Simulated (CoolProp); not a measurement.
n-perfluoropentane at 298.15 K and 0.239 MPa is throttled through a valve to 0.115 MPa with no heat exchange. Each further row changes one setting.

Values from CoolProp's reference Helmholtz-energy equation of state, Gao 2022.

```tsv
case	temperature change (K)	final phase	final density (kg/m³)
as stated	+0.0	liquid	___
outlet pressure 0.0345 MPa	___	___	19.1
outlet pressure 0.15 MPa	+0.0	liquid	1610
```

Q: Some entries are withheld; supply them.

A: 
- as stated, final density (kg/m³): 1600
- outlet pressure 0.0345 MPa, temperature change (K): -22.0
- outlet pressure 0.0345 MPa, final phase: two-phase, vapour fraction 0.231
